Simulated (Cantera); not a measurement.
## Premixed flame

A freely propagating, adiabatic, planar premixed flame of CO : H₂ : CH₄ : O₂ : N₂ = 1 : 0.43 : 0.06 : 0.557 : 2 (molar parts), unburnt at 550 K and 2100 Torr; mixture-averaged transport, grid criteria slope 0.08 and curve 0.16, no radiation.

Model: GRI-Mech 3.0 (53 species, 325 reactions), integrated in Cantera. Burning velocities carry a grid error of a few per cent, more on coarse grids.

| z (mm) | T (K) | u (m/s) | x CO | x H₂ | x CH₄ | x C₂H | x NO | x O₂ |
|---|---|---|---|---|---|---|---|---|
| -0.359 | 550 | 2.92 | 0.247 | 0.106 | 0.0148 | <1e-8 | <1e-8 | 0.138 |
| -0.239 | 550 | 2.92 | 0.247 | 0.106 | 0.0148 | <1e-8 | <1e-8 | 0.138 |
| -0.180 | 550 | 2.92 | 0.247 | 0.106 | 0.0148 | <1e-8 | <1e-8 | 0.138 |
| -0.120 | 551 | 2.92 | 0.248 | 0.103 | 0.0149 | <1e-8 | <1e-8 | 0.138 |
| -0.0598 | 634 | 3.32 | 0.250 | 0.0890 | 0.0148 | <1e-8 | 1.59e-8 | 0.137 |
| -0.0299 | 970 | 5.01 | 0.245 | 0.0684 | 0.0124 | <1e-8 | 2.81e-7 | 0.123 |
| 0 | 1432 | 7.33 | 0.230 | 0.0429 | 0.00445 | <1e-8 | 1.95e-6 | 0.0831 |
| 0.0299 | 1708 | 8.66 | 0.205 | 0.0256 | 0.000333 | <1e-8 | 6.22e-6 | 0.0449 |
| 0.0598 | 1843 | 9.23 | 0.181 | 0.0213 | 9.87e-6 | <1e-8 | 1.18e-5 | 0.0275 |
| 0.120 | 1989 | 9.81 | 0.158 | 0.0224 | 1.67e-8 | <1e-8 | 2.16e-5 | 0.0167 |
| 0.239 | 2129 | 10.4 | 0.149 | 0.0228 | <1e-8 | <1e-8 | 3.52e-5 | 0.0114 |
| 0.479 | 2254 | 10.9 | 0.145 | 0.0215 | <1e-8 | <1e-8 | 5.24e-5 | 0.00772 |
| 0.958 | 2355 | 11.3 | 0.142 | 0.0201 | <1e-8 | <1e-8 | 7.46e-5 | 0.00456 |
x: mole fraction of selected species; z is measured from the peak of heat release.

```
Quantity                    Result
------------------------  --------
laminar burning velocity  292 cm/s
thermal thickness         0.120 mm
peak x(C₂H)                  <1e-8
grid points                    133
```
